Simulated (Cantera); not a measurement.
A closed system holds: 1 mol BN, 18 mol F2, 79 mol H2, equilibrated at 550 °C and 1.40e-5 bar.

Cantera equilibrium calculation (NASA polynomials, part measured and part estimated; ideal gas, pure solids and liquids). Candidate condensed phases: B, BN; 31 gas species. Equilibrium is a limit: real reactors are often held back by kinetics, nucleation or transport.

Base state: H2 0.644, HF 0.340, BF3 0.0103, N2 0.00515 (mole fractions); condensed: gas only.

Task: What changes in the equilibrium state with this change: F2 from 18 to 6.1 mol?

Result: 
| species | before | after |
|---|---|---|
| H2 | 0.644 | 0.874 |
| HF | 0.340 | 0.108 |
| BF3 | 0.0103 | 0.0118 |
| N2 | 0.00515 | 0.00588 |

Task: What changes in the equilibrium state with this change: temperature from 550 °C to 1127 °C?

Result: 
```tsv
species	before	after
H2	0.644	0.643
HF	0.340	0.340
BF3	0.0103	0.0102
H	1.58e-9	0.00104
BF2	<1e-9	7.32e-5
N2	0.00515	0.00515
```
The tables' values for BF2 are old estimates; treat these amounts as uncertain.
